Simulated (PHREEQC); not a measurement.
Consider water at 77 °C and 50 atm with 2.4 mol/kgw CaCl2 and 0.0003 mol/kgw H4SiO4. Closed to the air; pH follows from the charge balance.

Computed with PHREEQC (Pitzer model, pitzer.dat).

Q: The ionic strength comes out as 7.20 mol/kgw. What activity coefficients do H+, Cl-, OH-, Ca+2 get?

A: H+ 3.5, Cl- 0.65, OH- 0.015, Ca+2 0.91. Single-ion values are on the MacInnes scale.

No solid was allowed to form. Complexes and solids missing from the database can't appear. In brines, pH and single-ion activities rest on the MacInnes convention. Under pressure, the constants of complexes without a molar volume in the database are unreliable. Away from 25 °C the constants follow the database's enthalpies or fits; those with neither stay at their 25 °C values.
